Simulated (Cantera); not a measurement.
Feed: 1 mol Pb, 1.7 mol O₂, 0.64 mol H₂, equilibrated at 648.15 K and 85.0 Pa.

Method: chemical equilibrium by Gibbs-energy minimisation in Cantera with the NASA 1993 tables (ideal gas, pure condensed phases). Candidate condensed phases: H₂O, Pb, PbO, PbO₂, Pb₃O₄; 12 gas species. The numbers say what is thermodynamically allowed, not how fast it happens.

Base state: O₂ 0.579, H₂O 0.421 (mole fractions); condensed: PbO(red).

Q: What changes in the equilibrium state with this change: H₂ from 0.64 to 1.3 mol?

A: 
| species | before | after |
|---|---|---|
| H₂O | 0.421 | 0.703 |
| O₂ | 0.579 | 0.297 |
| PbO(red), mol | 1.00 | 1.00 |

Q: What changes in the equilibrium state with this change: temperature from 648.15 K to 498.15 K?

A: 
| species | before | after |
|---|---|---|
| O₂ | 0.579 | 0.527 |
| H₂O | 0.421 | 0.473 |
| PbO(red), mol | 1.00 | 0 |
| Pb₃O₄(s), mol | 0 | 0.333 |
